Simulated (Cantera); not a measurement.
A closed system holds: 1 mol CO2, 0.81 mol O2, 0.028 mol NH3, held at 0.0740 bar.

Cantera equilibrium calculation (NASA polynomials, part measured and part estimated; ideal gas, pure solids and liquids). Candidate condensed phases: C, C6H6, C7H8, C8H18, H2O; 169 gas species. Ions and electrons are included (thermal ionisation). Rates play no part.

Task: At 3977 °C, list the 4 most abundant gas species with their mole fractions, and the condensed phases.

Result: O 0.695, CO 0.270, H 0.0224, O2 0.00649. Condensed: gas only.
